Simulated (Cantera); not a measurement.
Input (Python, Cantera):

```python
import numpy as np
import cantera as ct

gas = ct.Solution("h2o2.yaml")
gas.TPX = 1573, 41000, {'H2': 1, 'O2': 0.943, 'N2': 3.55, 'H2O': 0.18}
reactor = ct.IdealGasReactor(gas, energy="on", clone=False)
net = ct.ReactorNet([reactor])
net.rtol, net.atol = 1e-08, 1e-16
show = ['H2', 'O2', 'H2O', 'OH', 'H', 'H2O2']
times = np.geomspace(2e-06, 0.3, 11)

steps = ct.SolutionArray(gas, extra=["t"])
rows = []
print(f"{'t/s':>10s}{'T/K':>9s}{'P/Pa':>11s}" + "".join(f"{s:>11s}" for s in show))
for t in times:
    while net.time < t:
        t_next = net.step()
        steps.append(gas.state, t=t_next)
    rows.append([np.interp(t, steps.t, y) for y in (steps.T, steps.P, *steps(*show).X.T)])
    print(f"{t:10.3e}{rows[-1][0]:9.1f}{rows[-1][1]:11.4g}" + "".join(f"{x:11.3e}" for x in rows[-1][2:]))
rate = np.gradient(steps.T, steps.t)
print("integrator steps:", len(steps.t))
if steps.T.max() > steps.T[0] + 200:
    print(f"time of steepest temperature rise: {steps.t[rate.argmax()]:.4e} s")
gas.TPX = 1573, 41000, {'H2': 1, 'O2': 0.943, 'N2': 3.55, 'H2O': 0.18}
gas.equilibrate("UV")
print(f"equilibrium (UV): T = {gas.T:.1f} K  " + "  ".join(f"{s} {gas[s].X[0]:.3e}" for s in show))
```

Output:

```
       t/s      T/K       P/Pa         H2         O2        H2O         OH          H       H2O2
 2.000e-06   1573.0    4.1e+04  1.763e-01  1.662e-01  3.173e-02  8.344e-08  4.269e-07  2.073e-09
 6.586e-06   1573.0    4.1e+04  1.763e-01  1.662e-01  3.174e-02  1.378e-06  5.868e-06  1.809e-08
 2.169e-05   1580.3  4.118e+04  1.595e-01  1.584e-01  4.305e-02  2.146e-03  8.804e-03  2.404e-07
 7.143e-05   1983.2  5.049e+04  2.537e-02  8.152e-02  1.538e-01  2.503e-02  4.259e-02  3.663e-07
 2.352e-04   2476.9  6.104e+04  1.675e-02  7.799e-02  1.805e-01  3.106e-02  1.430e-02  2.017e-07
 7.746e-04   2668.8  6.494e+04  1.113e-02  7.812e-02  1.939e-01  2.883e-02  6.682e-03  4.315e-07
 2.551e-03   2669.4  6.496e+04  1.111e-02  7.813e-02  1.939e-01  2.882e-02  6.661e-03  4.332e-07
 8.400e-03   2669.4  6.496e+04  1.111e-02  7.813e-02  1.939e-01  2.882e-02  6.661e-03  4.332e-07
 2.766e-02   2669.4  6.496e+04  1.111e-02  7.813e-02  1.939e-01  2.882e-02  6.661e-03  4.332e-07
 9.110e-02   2669.4  6.496e+04  1.111e-02  7.813e-02  1.939e-01  2.882e-02  6.661e-03  4.332e-07
 3.000e-01   2669.4  6.496e+04  1.111e-02  7.813e-02  1.939e-01  2.882e-02  6.661e-03  4.332e-07
integrator steps: 1059
time of steepest temperature rise: 2.7616e-05 s
equilibrium (UV): T = 2669.4 K  H2 1.111e-02  O2 7.813e-02  H2O 1.939e-01  OH 2.882e-02  H 6.661e-03  H2O2 4.332e-07
```

Cantera simulation using the H2/O2 subset of GRI-Mech 3.0, which has no nitrogen chemistry; the numbers are that mechanism's predictions, not measurements.
